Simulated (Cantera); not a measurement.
A freely propagating, adiabatic, planar premixed flame of 49.7 % H2, 10.3 % O2, 38.9 % N2, 0.995 % H2O, unburnt at 350 K and 1500 Torr; mixture-averaged transport, grid criteria slope 0.08 and curve 0.16, no radiation.

Model: the H2/O2 subset of GRI-Mech 3.0, which has no nitrogen chemistry, integrated in Cantera. Burning velocities carry a grid error of a few per cent, more on coarse grids.

Task: Predict: laminar burning velocity; thermal thickness; peak x(H); peak x(HO2); peak x(OH).

Result: 
```
Item                         Value
------------------------  --------
laminar burning velocity  337 cm/s
thermal thickness         0.149 mm
peak x(H)                   0.0486
peak x(HO2)               0.000641
peak x(OH)                 0.00169
```
